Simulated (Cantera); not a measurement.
Transport properties of process gases

Gas mixture: 30.7 % C2H4, 36.1 % CH3OH, 33.2 % CH4, at 8500 Pa, frozen composition.

Cantera's kinetic-theory transport with the Lennard-Jones parameters of GRI-Mech 3.0, ideal gas; thermal conductivity in the mixture-averaged form. Polar gases are described roughly by these parameters. The composition is frozen, though it would react at the higher temperatures.

```json
[
 {"T (K)": "400", "ρ (kg/m³)": "0.0652", "cp (J/kg/K)": "1888", "μ (µPa s)": "13.6", "λ (mW/m/K)": "36.2", "Pr": "0.709", "D (cm²/s) OH": "5.34", "D (cm²/s) CH3": "3.74", "D (cm²/s) CO2": "2.61"},
 {"T (K)": "550", "ρ (kg/m³)": "0.0474", "cp (J/kg/K)": "2348", "μ (µPa s)": "18.2", "λ (mW/m/K)": "59.5", "Pr": "0.717", "D (cm²/s) OH": "9.39", "D (cm²/s) CH3": "6.68", "D (cm²/s) CO2": "4.75"},
 {"T (K)": "700", "ρ (kg/m³)": "0.0373", "cp (J/kg/K)": "2753", "μ (µPa s)": "22.3", "λ (mW/m/K)": "85.0", "Pr": "0.723", "D (cm²/s) OH": "14.2", "D (cm²/s) CH3": "10.2", "D (cm²/s) CO2": "7.37"},
 {"T (K)": "850", "ρ (kg/m³)": "0.0307", "cp (J/kg/K)": "3070", "μ (µPa s)": "26.1", "λ (mW/m/K)": "111", "Pr": "0.722", "D (cm²/s) OH": "19.8", "D (cm²/s) CH3": "14.4", "D (cm²/s) CO2": "10.4"},
 {"T (K)": "1000", "ρ (kg/m³)": "0.0261", "cp (J/kg/K)": "3359", "μ (µPa s)": "29.6", "λ (mW/m/K)": "137", "Pr": "0.727", "D (cm²/s) OH": "26.1", "D (cm²/s) CH3": "19.0", "D (cm²/s) CO2": "13.8"},
 {"T (K)": "1150", "ρ (kg/m³)": "0.0227", "cp (J/kg/K)": "3589", "μ (µPa s)": "32.9", "λ (mW/m/K)": "162", "Pr": "0.728", "D (cm²/s) OH": "33.1", "D (cm²/s) CH3": "24.1", "D (cm²/s) CO2": "17.6"}
]
```
D: mixture-averaged diffusion coefficient of that species in the mixture.
